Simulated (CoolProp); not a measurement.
Properties of R1123 at several states (Tc = 331.7 K, pc = 4.549 MPa, ω = 0.243).

Values from CoolProp's reference Helmholtz-energy equation of state, Akasaka 2020.

```json
[
 {"T (K)": "416.5", "p (MPa)": "0.0944", "phase": "gas", "density (kg/m³)": "2.243", "cp (kJ/(kg K))": "[?]", "cv (kJ/(kg K))": "[?]", "Joule-Thomson coefficient (K/MPa)": "5.454"},
 {"T (K)": "267.8", "p (MPa)": "0.812", "phase": "gas", "density (kg/m³)": "34.99", "cp (kJ/(kg K))": "0.9473", "cv (kJ/(kg K))": "[?]", "Joule-Thomson coefficient (K/MPa)": "20.76"},
 {"T (K)": "233", "p (MPa)": "0.0127", "phase": "gas", "density (kg/m³)": "0.5394", "cp (kJ/(kg K))": "[?]", "cv (kJ/(kg K))": "0.6149", "Joule-Thomson coefficient (K/MPa)": "[?]"},
 {"T (K)": "357.4", "p (MPa)": "0.416", "phase": "gas", "density (kg/m³)": "[?]", "cp (kJ/(kg K))": "[?]", "cv (kJ/(kg K))": "0.8413", "Joule-Thomson coefficient (K/MPa)": "8.116"},
 {"T (K)": "282.9", "p (MPa)": "0.0282", "phase": "gas", "density (kg/m³)": "0.9870", "cp (kJ/(kg K))": "[?]", "cv (kJ/(kg K))": "0.7154", "Joule-Thomson coefficient (K/MPa)": "15.23"}
]
```

Problem. Some entries are withheld; supply them.

Solution. 
- 416.5, cp (kJ/(kg K)): 1.020
- 416.5, cv (kJ/(kg K)): 0.9171
- 267.8, cv (kJ/(kg K)): 0.7413
- 233, cp (kJ/(kg K)): 0.7178
- 233, Joule-Thomson coefficient (K/MPa): 28.12
- 357.4, density (kg/m³): 11.78
- 357.4, cp (kJ/(kg K)): 0.9560
- 282.9, cp (kJ/(kg K)): 0.8185
